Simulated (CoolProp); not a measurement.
The numbers come from the reference Helmholtz-energy equation of state, de Reuck 1993 in CoolProp.

Task: Give the vapour pressure (MPa), surface tension (mN/m), liquid viscosity (µPa s), vapour viscosity (µPa s) of saturated methanol at -3.85 °C.

Result: 
| T (°C) | p (MPa) | surface tension (mN/m) | liquid viscosity (µPa s) | vapour viscosity (µPa s) |
|---|---|---|---|---|
| -3.85 | 0.00317 | 24.6 | 861 | 8.72 |

Viscosity comes from a separate model (Xiang 2006). Surface tension comes from a separate correlation (Mulero 2012).
